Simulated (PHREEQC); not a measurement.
Consider water at 25 °C with 2.5 mmol/kgw H2SO4, 0.33 mmol/kgw LiCl and 32 mmol/kgw Na2SO4. It is in equilibrium with CO2 at log p = -3.5 (atm). Otherwise closed; pH follows from the charge balance.

The numbers come from PHREEQC with the Pitzer model, pitzer.dat.

| quantity | before | after |
|---|---|---|
| pH | 2.74 | 3.20 |
| HSO4- (mol/kgw) | 0.00249 | 0.000261 |
| HCO3- (mol/kgw) | 3.17e-9 | 8.41e-9 |
| SI of Mirabilite (Na2SO4:10H2O) | -3.36 | -5.10 |
| SI of Thenardite (Na2SO4) | -4.29 | -6.04 |

**Question.** What was changed between the two runs?
A) H2SO4 from 0.0025 to 0.00125 mol/kgw
B) diluted 5-fold with water
C) temperature from 25 to 70 °C
D) 0.00096 mol/kgw NaCl added
E) temperature from 25 to 65 °C

**Answer.** B, diluted 5-fold with water

This is a speciation only: nothing precipitates in the calculation.
